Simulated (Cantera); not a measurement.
Input (Python, Cantera):

```python
import numpy as np
import cantera as ct

gas = ct.Solution("h2o2.yaml")
gas.TPX = 448, 18000, {'H2': 1, 'O2': 0.455, 'N2': 1.71}
flame = ct.FreeFlame(gas, width=0.13)
flame.set_refine_criteria(ratio=3, slope=0.08, curve=0.16)
flame.transport_model = "mixture-averaged"
flame.solve(loglevel=0, auto=True)
flame.transport_model = "multicomponent"
flame.soret_enabled = False
flame.solve(loglevel=0, refine_grid=True)
z, T = flame.grid, flame.T
thick = (T[-1] - T[0]) / np.gradient(T, z).max()
show = ['H2', 'O2', 'H2O', 'H', 'OH', 'HO2']
print(f"laminar burning velocity  {flame.velocity[0] * 100:.3f} cm/s")
print(f"burnt temperature         {T[-1]:.1f} K")
print(f"thermal thickness         {thick * 1e3:.4f} mm")
print(f"grid points               {len(z)}")
z0 = z[flame.heat_release_rate.argmax()]
print(f"{'z/mm':>9s}{'T/K':>9s}{'u/(m/s)':>9s}" + "".join(f"{s:>11s}" for s in show))
rows = []
for k in (-3, -2, -1.5, -1, -0.5, -0.25, 0, 0.25, 0.5, 1, 2, 4, 8):
    zz = z0 + k * thick
    rows.append([k * thick, np.interp(zz, z, T), np.interp(zz, z, flame.velocity),
                 *(np.interp(zz, z, flame.X[gas.species_index(s)]) for s in show)])
    print(f"{rows[-1][0] * 1e3:9.3f}{rows[-1][1]:9.1f}{rows[-1][2]:9.3f}" + "".join(f"{x:11.3e}" for x in rows[-1][3:]))
```

Result:

```
laminar burning velocity  392.834 cm/s
burnt temperature         2407.0 K
thermal thickness         3.9963 mm
grid points               143
     z/mm      T/K  u/(m/s)         H2         O2        H2O          H         OH        HO2
  -11.989    448.0    3.928  3.160e-01  1.438e-01  8.194e-16  1.797e-18  4.367e-19  5.293e-16
   -7.993    448.0    3.928  3.160e-01  1.438e-01  1.787e-13  1.286e-15  1.013e-16  8.463e-13
   -5.994    448.0    3.928  3.160e-01  1.438e-01  4.422e-12  1.082e-13  2.591e-15  2.426e-11
   -3.996    448.0    3.928  3.160e-01  1.438e-01  1.702e-09  4.042e-10  9.120e-13  1.105e-08
   -1.998    451.6    3.955  3.151e-01  1.438e-01  1.182e-04  3.346e-05  1.078e-05  6.592e-05
   -0.999    624.4    5.393  2.918e-01  1.394e-01  1.352e-02  5.782e-03  5.469e-04  6.766e-05
    0.000   1083.4    9.009  1.616e-01  9.566e-02  1.102e-01  5.603e-02  2.599e-03  2.115e-05
    0.999   1384.4   11.361  6.257e-02  3.440e-02  2.200e-01  8.603e-02  7.679e-03  6.768e-06
    1.998   1510.2   12.307  5.537e-02  2.582e-02  2.357e-01  7.908e-02  1.012e-02  4.435e-06
    3.996   1650.5   13.324  5.738e-02  2.261e-02  2.433e-01  6.559e-02  1.258e-02  3.285e-06
    7.993   1804.4   14.405  5.839e-02  1.931e-02  2.528e-01  5.125e-02  1.479e-02  2.378e-06
   15.985   1961.5   15.471  5.735e-02  1.576e-02  2.646e-01  3.775e-02  1.616e-02  1.678e-06
   31.970   2111.1   16.454  5.431e-02  1.217e-02  2.778e-01  2.620e-02  1.622e-02  1.197e-06
```

Cantera simulation using the H2/O2 subset of GRI-Mech 3.0, which has no nitrogen chemistry; the numbers are that mechanism's predictions, not measurements. Burning velocities carry a grid error of a few per cent, more on coarse grids.
